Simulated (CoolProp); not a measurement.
R124 along the isotherm 470 K: fugacity coefficient from the reference equation and from simpler models built on Tc = 395.4 K, pc = 3624 kPa, ω = 0.288; each cubic takes its own stable root.

Values from CoolProp's reference Helmholtz-energy equation of state, de Vries 1995.

```csv
p (kPa),phase,reference
4530,supercritical,0.7820
9060,supercritical,0.6101
13600,supercritical,0.5116
18100,supercritical,0.4628
22700,supercritical,0.4381
27200,supercritical,0.4281
31700,supercritical,0.4271
36200,supercritical,0.4327
```

### Question
How far does each simpler model (van der Waals, Redlich-Kwong, Soave-Redlich-Kwong) lie from the reference over these 8 states: mean and median of the absolute difference, and the worst?

### Answer
- van der Waals: mean 6.4 %, median 5.3 %, worst +15.9 % at 470 K and 36200 kPa
- Redlich-Kwong: mean 2.9 %, median 2.6 %, worst -4.4 % at 470 K and 9060 kPa
- Soave-Redlich-Kwong: mean 9.2 %, median 10.3 %, worst +14.2 % at 470 K and 36200 kPa
